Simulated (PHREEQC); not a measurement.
Solution (25 °C and 50 atm): 0.0011 mol HCl, 8.7e-05 mol Al2(SO4)3 and 5.5e-05 mol MnSO4 per kg of water. Closed to the air; pH follows from the charge balance.

Model: ion-association model, phreeqc.dat, run in PHREEQC.

This is a speciation only: nothing precipitates in the calculation.

Task: Predict the pH, specific conductance.

Result: pH 2.99; specific conductance 509 µS/cm.

Task: In which forms is Mn present?

Result: Mn+2 97 %, MnSO4 2.6 % of the Mn.

Complexes and solids missing from the database can't appear. Under pressure, the constants of complexes without a molar volume in the database are unreliable.
